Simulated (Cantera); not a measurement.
# Si + N2O + H2 (thermal oxidation and active oxidation of silicon)

Input: 1 mol Si, 0.011 mol N2O, 440 mol H2, equilibrated at 0.390 Pa.

Method: chemical equilibrium by Gibbs-energy minimisation in Cantera with the NASA 1993 tables (ideal gas, pure condensed phases). Candidate condensed phases: H2O, Si, SiO2, Si2N2O, Si3N4; 35 gas species. Mutual solubility and eutectic melting of coexisting phases are not modelled. Rates play no part.

```json
[
 {"T (K)": "950", "x H2": "1.00", "x H": "2.82e-7", "x Si": "2.67e-12", "x N2": "6.89e-9", "x SiO": "6.89e-9", "n Si(s)": "0.978", "n Si2N2O(s)": "0.0110"},
 {"T (K)": "1025", "x H2": "1.000", "x H": "2.21e-6", "x Si": "1.69e-10", "x N2": "3.31e-7", "x SiO": "3.31e-7", "n Si(s)": "0.978", "n Si2N2O(s)": "0.0109"},
 {"T (K)": "1100", "x H2": "1.000", "x H": "1.31e-5", "x Si": "6.06e-9", "x N2": "9.31e-6", "x SiO": "9.31e-6", "n Si(s)": "0.982", "n Si2N2O(s)": "0.00690"},
 {"T (K)": "1175", "x H2": "1.000", "x H": "6.21e-5", "x Si": "1.37e-7", "x N2": "2.50e-5", "x SiO": "2.50e-5", "n Si(s)": "0.989", "n Si2N2O(s)": "0"},
 {"T (K)": "1250", "x H2": "1.000", "x H": "0.000245", "x Si": "2.13e-6", "x N2": "2.50e-5", "x SiO": "2.50e-5", "n Si(s)": "0.988", "n Si2N2O(s)": "0"},
 {"T (K)": "1325", "x H2": "0.999", "x H": "0.000828", "x Si": "2.42e-5", "x N2": "2.50e-5", "x SiO": "2.50e-5", "n Si(s)": "0.978", "n Si2N2O(s)": "0"},
 {"T (K)": "1400", "x H2": "0.997", "x H": "0.00246", "x Si": "0.000211", "x N2": "2.50e-5", "x SiO": "2.50e-5", "n Si(s)": "0.895", "n Si2N2O(s)": "0"},
 {"T (K)": "1475", "x H2": "0.992", "x H": "0.00654", "x Si": "0.00147", "x N2": "2.49e-5", "x SiO": "2.49e-5", "n Si(s)": "0.330", "n Si2N2O(s)": "0"},
 {"T (K)": "1550", "x H2": "0.982", "x H": "0.0158", "x Si": "0.00221", "x N2": "2.47e-5", "x SiO": "2.47e-5", "n Si(s)": "0", "n Si2N2O(s)": "0"},
 {"T (K)": "1625", "x H2": "0.963", "x H": "0.0351", "x Si": "0.00219", "x N2": "2.45e-5", "x SiO": "2.45e-5", "n Si(s)": "0", "n Si2N2O(s)": "0"},
 {"T (K)": "1700", "x H2": "0.926", "x H": "0.0718", "x Si": "0.00216", "x N2": "2.40e-5", "x SiO": "2.40e-5", "n Si(s)": "0", "n Si2N2O(s)": "0"},
 {"T (K)": "1775", "x H2": "0.862", "x H": "0.136", "x Si": "0.00209", "x N2": "2.32e-5", "x SiO": "2.32e-5", "n Si(s)": "0", "n Si2N2O(s)": "0"},
 {"T (K)": "1850", "x H2": "0.760", "x H": "0.238", "x Si": "0.00197", "x N2": "2.20e-5", "x SiO": "2.20e-5", "n Si(s)": "0", "n Si2N2O(s)": "0"},
 {"T (K)": "1925", "x H2": "0.618", "x H": "0.380", "x Si": "0.00181", "x N2": "2.02e-5", "x SiO": "2.02e-5", "n Si(s)": "0", "n Si2N2O(s)": "0"}
]
```
x: gas mole fraction; n: condensed amount in mol.

From 950 K to 1100 K the condensed part is Si(s) + Si2N2O(s). From 1175 K to 1475 K the condensed part is Si(s). From 1550 K to 1925 K nothing is condensed.
